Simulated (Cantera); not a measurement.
A Cantera script and its output.

```python
import numpy as np
import cantera as ct

gas = ct.Solution("gri30.yaml")
gas.TPX = 1050, 13332, {'C3H8': 1, 'H2': 17}
inlet = ct.Reservoir(gas, clone=True)

reactor = ct.IdealGasConstPressureReactor(gas, energy="off", clone=False)
exhaust = ct.Reservoir(gas, clone=True)
tau = [0.43, 0.2, 0.093, 0.043, 0.02, 0.0094, 0.0044, 0.002, 0.00095, 0.00044, 0.00021][0]
for a, b in ((inlet, reactor), (reactor, exhaust)):
    ct.MassFlowController(a, b, mdot=lambda t: reactor.mass / tau)
net = ct.ReactorNet([reactor])
show = ['C3H8', 'H2', 'C2H4', 'C2H', 'CH2']

rows = []
print(f"{'tau/s':>10s}{'T/K':>9s}" + "".join(f"{s:>11s}" for s in show))
for tau in [0.43, 0.2, 0.093, 0.043, 0.02, 0.0094, 0.0044, 0.002, 0.00095, 0.00044, 0.00021]:
    net.initial_time = 0.0
    net.advance(30 * tau)
    before = gas.X
    net.advance(40 * tau)
    drift = np.max(np.abs(gas.X - before) / (gas.X + 1e-9))
    rows.append([gas.T, *gas[show].X, drift])
    print(f"{tau:10.3e}{gas.T:9.1f}" + "".join(f"{x:11.3e}" for x in gas[show].X))
```

Output:

```
     tau/s      T/K       C3H8         H2       C2H4        C2H        CH2
 4.300e-01   1050.0  1.530e-02  9.076e-01  3.516e-02  1.262e-14  4.289e-12
 2.000e-01   1050.0  2.438e-02  9.163e-01  2.809e-02  5.464e-15  7.305e-12
 9.300e-02   1050.0  3.499e-02  9.260e-01  1.895e-02  1.735e-15  1.074e-11
 4.300e-02   1050.0  4.409e-02  9.342e-01  1.070e-02  4.216e-16  1.313e-11
 2.000e-02   1050.0  4.994e-02  9.394e-01  5.275e-03  8.408e-17  1.338e-11
 9.400e-03   1050.0  5.309e-02  9.422e-01  2.320e-03  1.340e-17  1.119e-11
 4.400e-03   1050.0  5.463e-02  9.436e-01  8.678e-04  1.409e-18  6.984e-12
 2.000e-03   1050.0  5.529e-02  9.442e-01  2.488e-04  7.079e-20  2.717e-12
 9.500e-04   1050.0  5.549e-02  9.444e-01  6.297e-05  2.379e-21  7.400e-13
 4.400e-04   1050.0  5.554e-02  9.444e-01  1.380e-05  5.330e-23  1.509e-13
 2.100e-04   1050.0  5.555e-02  9.444e-01  3.095e-06  1.244e-24  2.807e-14
```

Cantera simulation using GRI-Mech 3.0 (53 species, 325 reactions); the numbers are that mechanism's predictions, not measurements. GRI-Mech 3.0 was tuned for natural gas; its chemistry of propane as a main component is partial and can be far from experiment. GRI-Mech 3.0 stops at C3 and has no aromatics, soot or wall deposition, so with more carbon than oxygen in the feed, carbon stays in small species such as C2H2 where larger ones or solid carbon would form.
